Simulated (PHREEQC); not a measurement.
## Polishing slurry liquid: speciation

Make-up at 25 °C: 0.13 mol KOH and 0.092 mol K2SO4 per kg of water. Closed to the air; pH follows from the charge balance.

Model: ion-association model, phreeqc.dat, run in PHREEQC.

Each row changes one thing in this solution. This is a speciation only: nothing precipitates in the calculation.

```json
[
 {"case": "as made", "pH": "12.93", "ionic strength (mol/kgw)": "0.349", "K+ (mol/kgw)": "0.286", "SO4-2 (mol/kgw)": "0.0636", "KSO4- (mol/kgw)": "0.0284"},
 {"case": "temperature from 25 to 10 °C", "pH": "13.47", "ionic strength (mol/kgw)": "(withheld)", "K+ (mol/kgw)": "0.290", "SO4-2 (mol/kgw)": "0.0681", "KSO4- (mol/kgw)": "0.0239"},
 {"case": "0.0015 mol/kgw TMAH added", "pH": "12.94", "ionic strength (mol/kgw)": "0.351", "K+ (mol/kgw)": "0.286", "SO4-2 (mol/kgw)": "0.0636", "KSO4- (mol/kgw)": "0.0284"},
 {"case": "diluted 2-fold with water", "pH": "12.66", "ionic strength (mol/kgw)": "0.182", "K+ (mol/kgw)": "0.146", "SO4-2 (mol/kgw)": "0.0354", "KSO4- (mol/kgw)": "0.0106"},
 {"case": "0.13 mol/kgw H2SO4 added", "pH": "1.50", "ionic strength (mol/kgw)": "0.412", "K+ (mol/kgw)": "0.276", "SO4-2 (mol/kgw)": "0.0949", "KSO4- (mol/kgw)": "0.0382"},
 {"case": "KOH from 0.13 to 0.143 mol/kgw", "pH": "12.97", "ionic strength (mol/kgw)": "0.361", "K+ (mol/kgw)": "0.298", "SO4-2 (mol/kgw)": "0.0630", "KSO4- (mol/kgw)": "0.0290"},
 {"case": "K2SO4 from 0.092 to 0.0828 mol/kgw", "pH": "12.94", "ionic strength (mol/kgw)": "0.328", "K+ (mol/kgw)": "(withheld)", "SO4-2 (mol/kgw)": "0.0578", "KSO4- (mol/kgw)": "0.0250"},
 {"case": "diluted 5-fold with water", "pH": "12.30", "ionic strength (mol/kgw)": "0.0759", "K+ (mol/kgw)": "0.0602", "SO4-2 (mol/kgw)": "0.0158", "KSO4- (mol/kgw)": "(withheld)"},
 {"case": "K2SO4 from 0.092 to 0.184 mol/kgw", "pH": "12.91", "ionic strength (mol/kgw)": "0.550", "K+ (mol/kgw)": "(withheld)", "SO4-2 (mol/kgw)": "0.118", "KSO4- (mol/kgw)": "0.0658"}
]
```

Problem. Some entries are withheld; supply them.

Solution. 
- temperature from 25 to 10 °C, ionic strength (mol/kgw): 0.358
- K2SO4 from 0.092 to 0.0828 mol/kgw, K+ (mol/kgw): 0.271
- diluted 5-fold with water, KSO4- (mol/kgw): 0.00264
- K2SO4 from 0.092 to 0.184 mol/kgw, K+ (mol/kgw): 0.432

Species that the database lacks are ignored. (CH3)4N+ isn't in the database: it is added as a free cation with an ion size of 4 Å. Constants without temperature data keep their 25 °C values here.
